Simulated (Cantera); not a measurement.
Input: 1 mol borazine, 3.5 mol H2O, 2 mol N2, 72 mol H2, held at 2300 K and 0.0100 bar.

Cantera equilibrium calculation (NASA polynomials, part measured and part estimated; ideal gas, pure solids and liquids). Candidate condensed phases: B, BN, B2O3, B3O3H3, H2O; 39 gas species. The feed counts by its element totals alone. The numbers say what is thermodynamically allowed, not how fast it happens.

Base state: H2 0.836, H 0.0885, N2 0.0397, BO 0.0160, HBO 0.0135, HBO2 0.00274, H2O 0.00233, B2O3 0.000508 (mole fractions); condensed: gas only.

Problem. What changes in the equilibrium state with this change: borazine replaced by BCl3?

Solution. 
| species | before | after |
|---|---|---|
| H2 | 0.836 | 0.817 |
| H | 0.0885 | 0.0875 |
| HCl | 0 | 0.0333 |
| H2O | 0.00233 | 0.0237 |
| HBO | 0.0135 | 0.00263 |
| BO | 0.0160 | 0.00316 |
| N2 | 0.0397 | 0.0240 |
| HBO2 | 0.00274 | 0.00555 |
| Cl | 0 | 0.00257 |
| BOCl | 0 | 8.69e-5 |
| B2O2 | 0.000400 | 1.56e-5 |
| O | 2.88e-6 | 2.98e-5 |
| OH | 3.98e-5 | 0.000408 |
The tables' values for BOCl are old estimates; treat these amounts as uncertain. Further candidate phases: NH4Cl.
